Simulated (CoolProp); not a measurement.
n-perfluorohexane along the isotherm 299.8 K: density (kg/m³) from the reference equation and from simpler models built on Tc = 448.0 K, pc = 1.742 MPa, ω = 0.497; each cubic takes its own stable root.

Computed with CoolProp (reference Helmholtz-energy equation of state, Gao 2022).

```json
[
 {"p (MPa)": "0.0275", "phase": "gas", "reference": "3.816", "van der Waals": "3.775", "Soave-Redlich-Kwong": "3.809"},
 {"p (MPa)": "0.0465", "phase": "liquid", "reference": "1671", "van der Waals": "(withheld)", "Soave-Redlich-Kwong": "1450"},
 {"p (MPa)": "0.0784", "phase": "liquid", "reference": "1671", "van der Waals": "(withheld)", "Soave-Redlich-Kwong": "1451"},
 {"p (MPa)": "0.132", "phase": "liquid", "reference": "1672", "van der Waals": "19.06", "Soave-Redlich-Kwong": "1451"},
 {"p (MPa)": "0.223", "phase": "liquid", "reference": "1672", "van der Waals": "(withheld)", "Soave-Redlich-Kwong": "1452"},
 {"p (MPa)": "0.377", "phase": "liquid", "reference": "1673", "van der Waals": "(withheld)", "Soave-Redlich-Kwong": "(withheld)"},
 {"p (MPa)": "0.636", "phase": "liquid", "reference": "1674", "van der Waals": "932.8", "Soave-Redlich-Kwong": "1455"},
 {"p (MPa)": "1.07", "phase": "liquid", "reference": "1676", "van der Waals": "(withheld)", "Soave-Redlich-Kwong": "1459"},
 {"p (MPa)": "1.81", "phase": "liquid", "reference": "1679", "van der Waals": "952.9", "Soave-Redlich-Kwong": "1464"},
 {"p (MPa)": "3.06", "phase": "liquid", "reference": "1685", "van der Waals": "970.2", "Soave-Redlich-Kwong": "1473"},
 {"p (MPa)": "5.16", "phase": "liquid", "reference": "1694", "van der Waals": "993.5", "Soave-Redlich-Kwong": "(withheld)"},
 {"p (MPa)": "8.71", "phase": "liquid", "reference": "1708", "van der Waals": "(withheld)", "Soave-Redlich-Kwong": "1508"}
]
```

Q: Complete the blanks.

A: 
- 0.0465, van der Waals: 6.438
- 0.0784, van der Waals: 11.02
- 0.223, van der Waals: 33.89
- 0.377, van der Waals: 927.7
- 0.377, Soave-Redlich-Kwong: 1453
- 1.07, van der Waals: 940.8
- 5.16, Soave-Redlich-Kwong: 1487
- 8.71, van der Waals: 1023

At some of these states van der Waals gives the other phase, because its saturation line lies elsewhere.
